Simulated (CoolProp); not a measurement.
Properties of n-pentane along the isotherm 345.6 K.

The numbers come from the reference Helmholtz-energy equation of state, Thol 2019 in CoolProp.

```tsv
p (MPa)	phase	density (kg/m³)	viscosity (µPa s)	fugacity coefficient
0.016	gas	0.4036	[?]	0.9954
0.0241	gas	0.6093	7.86	0.9931
0.0364	gas	0.9236	7.85	0.9896
0.0548	gas	1.398	7.83	0.9844
0.0827	gas	2.128	7.80	0.9764
0.125	gas	[?]	7.75	0.9644
0.188	gas	5.004	7.68	[?]
0.284	gas	7.823	7.58	0.9190
0.429	liquid	[?]	112	0.6484
0.646	liquid	571.4	113	0.4347
0.975	liquid	572.1	113	[?]
1.47	liquid	573.1	115	0.1981
2.22	liquid	[?]	116	0.1355
3.35	liquid	577.0	[?]	0.09434
5.05	liquid	580.3	122	0.06738
```

Problem. What belongs in the gaps?

Solution. 
- 0.016, viscosity (µPa s): 7.87
- 0.125, density (kg/m³): 3.259
- 0.188, fugacity coefficient: 0.9464
- 0.429, density (kg/m³): 570.9
- 0.975, fugacity coefficient: 0.2922
- 2.22, density (kg/m³): 574.7
- 3.35, viscosity (µPa s): 119

Viscosity comes from a separate model (Quiñones-Cisneros 2006), older than the equation that it now runs on, and unchecked against measurements.
